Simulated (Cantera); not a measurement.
A closed system holds: 1 mol SiC, 2.1 mol N2O, 220 mol H2, equilibrated at 1523 K and 0.000110 bar.

These are equilibrium values from Cantera (NASA tables, ideal gas, pure condensed phases), not measurements of a reactor. Candidate condensed phases: C, C6H6, C7H8, C8H18, H2O, Si, SiC, SiO2, Si2N2O, Si3N4; 151 gas species. Equilibrium is a limit: real reactors are often held back by kinetics, nucleation or transport.

Base state: H2 0.979, N2 0.00936, SiO 0.00446, CO 0.00446, H 0.00218, H2O 0.000445 (mole fractions); condensed: gas only.

Problem. What changes in the equilibrium state with this change: temperature from 1523 K to 1048 K?

Solution. 
| species | before | after |
|---|---|---|
| H2 | 0.979 | 0.987 |
| N2 | 0.00936 | 0.00808 |
| CO | 0.00446 | 0.00449 |
| SiO | 0.00446 | 5.31e-8 |
| H | 0.00218 | 7.32e-7 |
| H2O | 0.000445 | 1.79e-6 |
| SiO2(β-quartz), mol | 0 | 0.400 |
| Si2N2O(s), mol | 0 | 0.300 |
Mutual solubility and eutectic melting of coexisting phases are not modelled.
